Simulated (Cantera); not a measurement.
Cantera run, input and output.

```python
import numpy as np
import cantera as ct

gas = ct.Solution("gri30.yaml")
gas.TPX = 1398, 390000, {'CH4': 1, 'O2': 0.8, 'N2': 6.64, 'H2O': 0.25}
reactor = ct.IdealGasReactor(gas, energy="on", clone=False)
net = ct.ReactorNet([reactor])
net.rtol, net.atol = 1e-08, 1e-16
show = ['CH4', 'O2', 'H2O', 'HO2', 'CH3', 'NO2']
times = np.geomspace(1e-06, 2, 12)

steps = ct.SolutionArray(gas, extra=["t"])
rows = []
print(f"{'t/s':>10s}{'T/K':>9s}{'P/Pa':>11s}" + "".join(f"{s:>11s}" for s in show))
for t in times:
    while net.time < t:
        t_next = net.step()
        steps.append(gas.state, t=t_next)
    rows.append([np.interp(t, steps.t, y) for y in (steps.T, steps.P, *steps(*show).X.T)])
    print(f"{t:10.3e}{rows[-1][0]:9.1f}{rows[-1][1]:11.4g}" + "".join(f"{x:11.3e}" for x in rows[-1][2:]))
rate = np.gradient(steps.T, steps.t)
print("integrator steps:", len(steps.t))
if steps.T.max() > steps.T[0] + 200:
    print(f"time of steepest temperature rise: {steps.t[rate.argmax()]:.4e} s")
gas.TPX = 1398, 390000, {'CH4': 1, 'O2': 0.8, 'N2': 6.64, 'H2O': 0.25}
gas.equilibrate("UV")
print(f"equilibrium (UV): T = {gas.T:.1f} K  " + "  ".join(f"{s} {gas[s].X[0]:.3e}" for s in show))
```

It prints:

```
       t/s      T/K       P/Pa        CH4         O2        H2O        HO2        CH3        NO2
 1.000e-06   1398.0    3.9e+05  1.151e-01  9.206e-02  2.877e-02  4.667e-08  7.192e-08  1.450e-24
 3.740e-06   1398.0    3.9e+05  1.151e-01  9.206e-02  2.877e-02  1.701e-07  2.847e-07  1.250e-22
 1.398e-05   1398.0    3.9e+05  1.151e-01  9.206e-02  2.877e-02  5.741e-07  1.229e-06  9.187e-21
 5.230e-05   1398.0    3.9e+05  1.151e-01  9.206e-02  2.877e-02  1.420e-06  6.690e-06  8.477e-19
 1.956e-04   1398.1    3.9e+05  1.150e-01  9.203e-02  2.880e-02  1.488e-06  2.658e-05  5.997e-17
 7.313e-04   1399.7  3.905e+05  1.146e-01  9.182e-02  2.905e-02  2.808e-06  3.906e-05  3.353e-15
 2.735e-03   1423.4  3.975e+05  1.099e-01  8.895e-02  3.242e-02  1.266e-05  9.526e-05  7.581e-13
 1.023e-02   2087.9  6.597e+05  1.005e-03  1.323e-08  8.033e-02  2.337e-11  5.827e-05  9.231e-12
 3.824e-02   2080.9  6.608e+05  3.536e-07  1.060e-08  7.637e-02  1.830e-11  1.915e-08  1.185e-11
 1.430e-01   2080.9  6.608e+05  4.746e-09  1.061e-08  7.638e-02  1.832e-11  2.575e-10  5.969e-12
 5.348e-01   2081.0  6.608e+05  4.620e-09  1.061e-08  7.638e-02  1.832e-11  2.507e-10  2.455e-12
 2.000e+00   2081.0  6.608e+05  4.607e-09  1.061e-08  7.638e-02  1.833e-11  2.501e-10  1.734e-12
integrator steps: 2478
time of steepest temperature rise: 4.2786e-03 s
equilibrium (UV): T = 2081.0 K  CH4 5.251e-09  O2 1.061e-08  H2O 7.638e-02  HO2 1.833e-11  CH3 2.850e-10  NO2 1.726e-12
```

Model: GRI-Mech 3.0 (53 species, 325 reactions), integrated in Cantera.
